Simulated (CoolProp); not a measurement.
The numbers come from the reference Helmholtz-energy equation of state, Lemmon 2006 in CoolProp. It is a short technical equation, of lower accuracy than the large ones.

Task: Give the vapour pressure (bar), vapour density (kg/m³), enthalpy of vaporisation (kJ/kg), liquid cp (kJ/(kg K)) of saturated C3F8 (R218) at -45.15, -2.05 °C.

Result: 
```
T (°C)  p (bar)  vapour density (kg/m³)  enthalpy of vaporisation (kJ/kg)  liquid cp (kJ/(kg K))
------  -------  ----------------------  --------------------------------  ---------------------
-45.15    0.683                    7.06                               108                  0.957
-2.05      3.88                    37.2                              90.8                   1.07
```
